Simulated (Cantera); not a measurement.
Charge: 1 mol Ta2O5, 2800 mol H2, held at 1373.15 K and 10.0 Torr.

Cantera equilibrium calculation (NASA polynomials, part measured and part estimated; ideal gas, pure solids and liquids). Candidate condensed phases: H2O, Ta, Ta2O5; 12 gas species. Mutual solubility and eutectic melting of coexisting phases are not modelled. Condensed phases not in the tables: N, O or C dissolved in the metal. Equilibrium is a limit: real reactors are often held back by kinetics, nucleation or transport.

Base state: H2 1.000, H2O 3.06e-5, H 2.89e-5 (mole fractions); condensed: Ta(s) + Ta2O5(s).

What changes in the equilibrium state with this change: Ta2O5 replaced by V2O3?


```
species         before     after
-------------  -------  --------
H2               1.000     1.000
H2O            3.06e-5  0.000357
H              2.89e-5   2.89e-5
Ta(s), mol      0.0343         0
Ta2O5(s), mol    0.983         0
VO(s), mol           0      2.00
```
VO: taken at fixed stoichiometry. Further candidate phases: V, VO, V2O3, V2O4, V2O5.
